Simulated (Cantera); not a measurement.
What does this Cantera script print?

```python
import numpy as np
import cantera as ct

gas_names = """
    C CH CH2 CH3 CH2OH CH3O CH4 CH3OH CN CO CO2 COOH C2 C2H CHCO,ketyl C2H2,acetylene C2H2,vinylidene
    CH2CO,ketene C2H3,vinyl CH3CN CH3CO,acetyl C2H4 C2H4O,ethylen CH3CHO,ethanal CH3COOH (HCOOH)2 C2H5
    C2H6 CH3OCH3 C2H5OH CCN CNC C2N2 C2O C3 C3H3,propargyl C3H4,allene C3H4,propyne C3H4,cyclo-
    C3H5,allyl C3H6,propylene C3H6,cyclo- C3H6O C3H7,n-propyl C3H7,i-propyl C3H8 C3H8O,1propanol
    C3H8O,2propanol C3O2 C4 C4H2 C4H4,1,3-cyclo- C4H6,butadiene C4H6,2-butyne C4H6,cyclo- C4H8,1-butene
    C4H8,cis2-buten C4H8,tr2-butene C4H8,isobutene C4H8,cyclo- (CH3COOH)2 C4H9,n-butyl C4H9,i-butyl
    C4H9,s-butyl C4H9,t-butyl C4H10,isobutane C4H10,n-butane C4N2 C5 C5H6,1,3cyclo- C5H8,cyclo-
    C5H10,1-pentene C5H10,cyclo- C5H11,pentyl C5H11,t-pentyl C5H12,n-pentane C5H12,i-pentane
    CH3C(CH3)2CH3 C6H2 C6H5,phenyl C6H5O,phenoxy C6H6 C6H5OH,phenol C6H10,cyclo- C6H12,1-hexene
    C6H12,cyclo- C6H13,n-hexyl C7H7,benzyl C7H8 C7H8O,cresol C7H14,1-heptene C7H15,n-heptyl
    C7H16,n-heptane C8H8,styrene C8H10,ethylbenz C8H16,1-octene C8H17,n-octyl C8H18,isooctane
    C8H18,n-octane C9H19,n-nonyl C10H8,naphthale C10H21,n-decyl C12H9,o-bipheny C12H10,bipheny Cu CuO
    Cu2 H HCN HCO HCCN HNC HNCO HNO HNO2 HNO3 HO2 H2 HCHO,formaldehy HCOOH H2O H2O2 N NCO NH NH2 NH3
    NH2OH NO NO2 NO3 N2 N2H2 N2H4 N2O O OH O2 O3
""".split()
cond_names = """
    C(gr) C6H6(L) C7H8(L) C8H18(L),n-octa Cu(cr) Cu(L) CuO(s) CuO2H2(s) Cu2O(s) Cu2O(L) H2O(s) H2O(L)
""".split()


def load(file, names, dense=False):
    # The tables refer to 1 bar. Condensed volumes are neglected.
    table = {s.name: s for s in ct.Species.list_from_file(file)}
    out = []
    for n in names:
        d = dict(table[n].input_data)
        d["thermo"] = dict(d["thermo"], **{"reference-pressure": 1e5})
        if dense:
            d["equation-of-state"] = {"model": "constant-volume", "density": "1e6 g/cm^3"}
        out.append(ct.Species.from_dict(d))
    return out


gas = ct.Solution(thermo="ideal-gas", species=load("nasa_gas.yaml", gas_names))
cond = {s.name: ct.Solution(thermo="fixed-stoichiometry", species=[s], name=s.name)
        for s in load("nasa_condensed.yaml", cond_names, dense=True)}
atoms = {
    'Cu2O': {'Cu': 2, 'O': 1},
    'CH4': {'C': 1, 'H': 4},
    'N2': {'N': 2},
}
top_T = {'C(gr)': 4500, 'CuO(s)': 1390}  # K; cautious upper limits of use, not melting points


def equilibrate(T, P, feed):
    n = {}
    for name, mol in feed.items():
        for a, k in atoms[name].items():
            n[a] = n.get(a, 0.0) + k * mol
    gas.TPX = T, P, n
    mass = sum(n.values()) * gas.mean_molecular_weight
    gas.equilibrate("TP")
    valid = [c for c in cond.values() if c.min_temp <= T <= top_T.get(c.name, c.max_temp)]
    mix = ct.Mixture([(gas, mass / gas.mean_molecular_weight)] + [(c, 0.0) for c in valid])
    mix.T, mix.P = T, P
    mix.equilibrate("TP", solver="vcs", rtol=1e-11, max_steps=5000)
    return mix


results = []
feed = {'Cu2O': 1, 'CH4': 0.34, 'N2': 1.8}  # mol
T = 2098.15  # K
P = 160000  # Pa
mix = equilibrate(T, P, feed)
results.append((T, P, feed, dict(zip(mix.species_names, mix.species_moles))))
x = sorted(zip(gas.X, gas.species_names), reverse=True)
print(f"T = {T:g} K  P = {P:g} Pa  gas = {mix.phase_moles(0):.4g} mol")
print("   x: " + "  ".join(f"{s} {v:.3e}" for v, s in x if v > 0.0001))
print("   condensed (mol): " + ("  ".join(f"{mix.phase(i).name} {mix.phase_moles(i):.4g}"
      for i in range(1, mix.n_phases) if mix.phase_moles(i) > 1e-12) or "none"))
```

Result:

```
T = 2098.15 K  P = 160000 Pa  gas = 2.839 mol
   x: N2 6.339e-01  H2O 1.839e-01  CO 7.147e-02  H2 5.518e-02  CO2 4.827e-02  Cu 6.411e-03  H 5.720e-04  OH 2.263e-04
   condensed (mol): Cu(L) 1.982
```

Cantera equilibrium calculation (NASA polynomials, part measured and part estimated; ideal gas, pure solids and liquids).
